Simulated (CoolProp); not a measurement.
A single-stage vapour-compression cycle with R123: evaporating at 301.15 K (dew point), condensing at 321.15 K (bubble point), superheat 0 K, subcooling 2 K, compressor efficiency 0.85, no pressure losses. Each further row changes one setting.

Model: reference Helmholtz-energy equation of state, Younglove 1994, in CoolProp. It is a modified Benedict-Webb-Rubin equation, recast in Helmholtz form.

| case | cooling COP | pressure ratio | discharge temperature (K) | refrigerating effect (kJ/kg) | volumetric capacity (kJ/m³) |
|---|---|---|---|---|---|
| as stated | ___ | 1.96 | 322.0 | 151 | 986 |
| evaporating temperature 306.15 K | 16.6 | 1.64 | 321.6 | ___ | ___ |
| condensing temperature 316.15 K | 16.4 | ___ | 316.9 | 157 | 1020 |
| subcooling 7 K | 12.4 | 1.96 | 322.0 | 157 | 1020 |
| superheat 10 K | ___ | 1.96 | ___ | 159 | 994 |
| compressor efficiency 0.75 | ___ | 1.96 | 324.2 | 151 | 986 |

Complete the blanks.


- as stated, cooling COP: 12.0
- evaporating temperature 306.15 K, refrigerating effect (kJ/kg): 154
- evaporating temperature 306.15 K, volumetric capacity (kJ/m³): 1190
- condensing temperature 316.15 K, pressure ratio: 1.67
- superheat 10 K, cooling COP: 12.1
- superheat 10 K, discharge temperature (K): 332.1
- compressor efficiency 0.75, cooling COP: 10.6
